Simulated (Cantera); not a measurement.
Cantera run:

```python
import numpy as np
import cantera as ct

gas_names = """
    CL CL2 H HCL H2 Si SiCL SiCL2 SiCL3 SiCL4 SiH SiHCL3 SiH2 SiH2CL2 SiH3 SiH3CL SiH4 Si2 Si3
""".split()
cond_names = """
    Si(cr) Si(L)
""".split()


# ... load() reads the species with a 1 bar reference pressure and builds the phases ...
atoms = {
    'Si': {'Si': 1},
    'Cl2': {'CL': 2},
    'H2': {'H': 2},
}
top_T = {}  # K; cautious upper limits of use, not melting points


# ... equilibrate(T, P, feed) seeds the gas with the atoms and calls Mixture.equilibrate('TP', solver="vcs", rtol=1e-11, max_steps=5000) ...
results = []
feed = {'Si': 1, 'Cl2': 1.6, 'H2': 7.8}  # mol
P = 510000  # Pa
for T in [700, 775, 850, 925, 1000, 1075, 1150, 1225, 1300, 1375]:
    mix = equilibrate(T, P, feed)
    results.append((T, P, feed, dict(zip(mix.species_names, mix.species_moles))))

top = {s: max(r[3][s] / sum(r[3][g] for g in gas_names) for r in results) for s in gas_names}
cols = sorted((s for s in top if top[s] > 0.0001), key=lambda s: -top[s])[:5]
seen = [c for c in cond_names if any(r[3].get(c, 0) > 1e-12 for r in results)]
print("log10 of partial pressures in bar; condensed amounts in mol")
print(f"{'T/K':>10s}" + "".join(f"{s[:9]:>10s}" for s in cols + seen))
for T, P, feed, n in results:
    ng = sum(n[g] for g in gas_names)
    print(f"{T:10.4g}" + "".join(f"{np.log10(max(n[s] / ng * P / 1e5, 1e-99)):10.3f}" for s in cols)
          + "".join(f"{n.get(c, 0):10.4g}" for c in seen))
```

Result:

```
log10 of partial pressures in bar; condensed amounts in mol
       T/K        H2       HCL    SiHCL3     SiCL4     SiCL2    Si(cr)
       700     0.657    -3.079    -0.544    -0.590    -6.961   0.06407
       775     0.657    -2.561    -0.555    -0.584    -5.803   0.06602
       850     0.656    -2.136    -0.566    -0.579    -4.853   0.06916
       925     0.656    -1.783    -0.578    -0.576    -4.062   0.07429
      1000     0.655    -1.484    -0.590    -0.577    -3.393   0.08233
      1075     0.653    -1.230    -0.606    -0.583    -2.823   0.09399
      1150     0.650    -1.013    -0.627    -0.597    -2.333    0.1093
      1225     0.647    -0.826    -0.655    -0.622    -1.912    0.1272
      1300     0.641    -0.668    -0.696    -0.664    -1.551    0.1449
      1375     0.635    -0.535    -0.754    -0.728    -1.244    0.1581
```

Method: chemical equilibrium by Gibbs-energy minimisation in Cantera with the NASA 1993 tables (ideal gas, pure condensed phases). The tables' values for SiCl3 are old estimates; treat these amounts as uncertain.
